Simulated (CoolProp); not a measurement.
A single-stage vapour-compression cycle with fluoroethane (R161): evaporating at 284.15 K (dew point), condensing at 312.15 K (bubble point), superheat 5 K, subcooling 5 K, compressor efficiency 0.75, no pressure losses. Each further row changes one setting.

Values from CoolProp's reference Helmholtz-energy equation of state, Wu 2012.

```
case                              cooling COP  pressure ratio  discharge temperature (K)  refrigerating effect (kJ/kg)  volumetric capacity (kJ/m³)
--------------------------------  -----------  --------------  -------------------------  ----------------------------  ---------------------------
as stated                                6.79            2.15                      334.7                           317                         4440
evaporating temperature 289.15 K         8.57            1.86                      331.2                           321                         5190
condensing temperature 307.15 K          8.47            1.90                      327.1                           329                         4600
subcooling 10 K                          7.05            2.15                      334.7                           329                         4600
superheat 15 K                           6.74            2.15                      344.6                           331                         4410
compressor efficiency 0.65               5.89            2.15                      339.0                           317                         4440
```
